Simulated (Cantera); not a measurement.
An isothermal, constant-pressure homogeneous reactor starts with N2O : O2 = 1 : 0.11 (molar parts), at 1425 K and 450 Torr. Integrator tolerance rtol = 1e-08.

Model: GRI-Mech 3.0 (53 species, 325 reactions), integrated in Cantera. GRI-Mech 3.0 was tuned for natural gas; its chemistry of N2O as a main component is partial and can be far from experiment. The temperature is held fixed by assumption; the heat of reaction is taken as removed at once.

### Question
What does this change do: pressure from 450 Torr to 100.0 Torr?

### Answer
| quantity | before | after |
|---|---|---|
| x(N2O) at 7.00 s | 3.55e-6 (gas-phase equilibrium 4.30e-8) | 6.19e-6 (gas-phase equilibrium 2.03e-8) |
| x(O2) at 7.00 s | 0.324 (gas-phase equilibrium 0.378) | 0.318 (gas-phase equilibrium 0.378) |
| x(O) at 7.00 s | 1.03e-6 (gas-phase equilibrium 1.11e-6) | 2.16e-6 (gas-phase equilibrium 2.35e-6) |
| x(NO) at 7.00 s | 0.108 (gas-phase equilibrium 0.000996) | 0.122 (gas-phase equilibrium 0.000996) |
| x(N2) at 7.00 s | 0.567 (gas-phase equilibrium 0.621) | 0.560 (gas-phase equilibrium 0.621) |
| x(NO2) at 7.00 s | 0.000707 (gas-phase equilibrium 7.03e-6) | 0.000370 (gas-phase equilibrium 3.32e-6) |

### Question
What does this change do: temperature 1425 to 1323 K?

### Answer
```csv
quantity,before,after
x(N2O) at 7.00 s,3.55e-6 (gas-phase equilibrium 4.30e-8),6.77e-6 (gas-phase equilibrium 2.48e-8)
x(O2) at 7.00 s,0.324 (gas-phase equilibrium 0.378),0.339 (gas-phase equilibrium 0.379)
x(O) at 7.00 s,1.03e-6 (gas-phase equilibrium 1.11e-6),2.02e-7 (gas-phase equilibrium 2.13e-7)
x(NO) at 7.00 s,0.108 (gas-phase equilibrium 0.000996),0.0795 (gas-phase equilibrium 0.000549)
x(N2) at 7.00 s,0.567 (gas-phase equilibrium 0.621),0.581 (gas-phase equilibrium 0.621)
x(NO2) at 7.00 s,0.000707 (gas-phase equilibrium 7.03e-6),0.000770 (gas-phase equilibrium 5.63e-6)
```
The mechanism lacks the step 2 NO + O2 → 2 NO2, which can matter for NO2 below about 1400 K.
